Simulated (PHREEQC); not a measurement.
Make-up at 25 °C: 0.0033 mol/kgw Pb(NO3)2 and 4.6e-05 mol/kgw NaNO3. Closed to the air; pH follows from the charge balance.

Equilibrium calculation in PHREEQC: ion-association model, phreeqc.dat.

Question: The ionic strength comes out as 0.00955 mol/kgw. What activity coefficients do PbNO3+, PbOH+, NO3-, Na+, Pb+2 get?

Answer: PbNO3+ 0.90, PbOH+ 0.90, NO3- 0.90, Na+ 0.91, Pb+2 0.67.

This is a speciation only: nothing precipitates in the calculation.
